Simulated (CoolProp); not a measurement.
Nitrogen at 389.75 K and 0.15 MPa flows at 0.24 m/s in a round tube of 12.7 mm bore and 15 µm roughness, fully developed (64/Re and Nu = 3.66 if laminar; Colebrook and Gnielinski if turbulent). Each further row changes one setting.

The numbers come from the reference Helmholtz-energy equation of state, Span 2000 in CoolProp.

```
case               Reynolds number  Darcy friction factor  pressure drop (Pa/m)  heat-transfer coefficient (W/(m² K))  mass flow (kg/h)
-----------------  ---------------  ---------------------  --------------------  ------------------------------------  ----------------
as stated               (withheld)             (withheld)            (withheld)                                  9.26        (withheld)
velocity 0.48 m/s              363                  0.177            (withheld)                                  9.26        (withheld)
diameter 25.4 mm               363                  0.177            (withheld)                                  4.63             0.567
```

Q: Some entries are withheld; supply them.

A: 
- as stated, Reynolds number: 181
- as stated, Darcy friction factor: 0.353
- as stated, pressure drop (Pa/m): 1.04
- as stated, mass flow (kg/h): 0.142
- velocity 0.48 m/s, pressure drop (Pa/m): 2.08
- velocity 0.48 m/s, mass flow (kg/h): 0.284
- diameter 25.4 mm, pressure drop (Pa/m): 0.259

Viscosity comes from a separate model (Lemmon 2004). Thermal conductivity comes from a separate model (Lemmon 2004).
